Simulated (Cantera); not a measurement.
An adiabatic, constant-pressure homogeneous reactor starts with 4.70 % CH₄, 20.0 % O₂, 75.3 % N₂, at 1675 K and 6.22 atm.

Detailed kinetics in Cantera: GRI-Mech 3.0 (53 species, 325 reactions).

Question: Predict: time of steepest temperature rise; temperature at 0.200 s; equilibrium temperature; x(O₂) at 0.200 s; x(H₂O₂) at 0.200 s.

Answer: 
```json
{
  "time_of_steepest_temperature_rise": "50.4 µs",
  "temperature at 0.200 s": "2537 K",
  "equilibrium_temperature": "2537 K",
  "x(O₂) at 0.200 s": "0.0964 (gas-phase equilibrium 0.0964)",
  "x(H₂O₂) at 0.200 s": "5.27e-7 (gas-phase equilibrium 5.27e-7)"
}
```
